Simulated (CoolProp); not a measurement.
Vapour-liquid equilibrium of R114 (1) + R113 (2) at 109.55 °C; x and y are mole fractions of (1).

Computed with CoolProp (multi-fluid Helmholtz-energy mixture model, Platzer 1990 and Marx 1992; pair parameters Bell 2016). This equation is an older, rougher fit; its heat capacities, sound speeds and derivatives of the liquid may be far off and weren't checked against measurements.

| x | bubble pressure, mixture model (MPa) | bubble pressure, Raoult's law (MPa) | y, mixture model | y, Raoult's law |
|---|---|---|---|---|
| 0.05 | 0.5939 | 0.6016 | 0.118 | 0.142 |
| 0.2 | 0.7511 | 0.7768 | 0.385 | 0.441 |
| 0.35 | 0.9147 | 0.9520 | 0.568 | 0.629 |
| 0.5 | 1.084 | 1.127 | 0.703 | 0.759 |
| 0.65 | 1.259 | 1.302 | 0.808 | 0.854 |
| 0.8 | 1.443 | 1.478 | 0.896 | 0.926 |
| 0.95 | 1.641 | 1.653 | 0.975 | 0.984 |

The largest gap from Raoult's law is -3.9 % in bubble pressure, at x = 0.35. No azeotrope shows between x = 0.05 and 0.95.

The pair parameters rest on a limited set of measurements; away from them the model extrapolates.
